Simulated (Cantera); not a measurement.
Input: 1 mol Cu2O, 2000 mol H2, 0.5 mol N2, at 0.0133 bar.

Method: chemical equilibrium by Gibbs-energy minimisation in Cantera with the NASA 1993 tables (ideal gas, pure condensed phases). Candidate condensed phases: Cu, CuO, Cu(OH)2, Cu2O, H2O; 27 gas species. The numbers say what is thermodynamically allowed, not how fast it happens.

Task: At 1500 K, list the 4 most abundant gas species with their mole fractions, and the condensed phases.

Result: H2 0.998, Cu 0.000617, H2O 0.000500, N2 0.000250. Condensed: Cu(l).
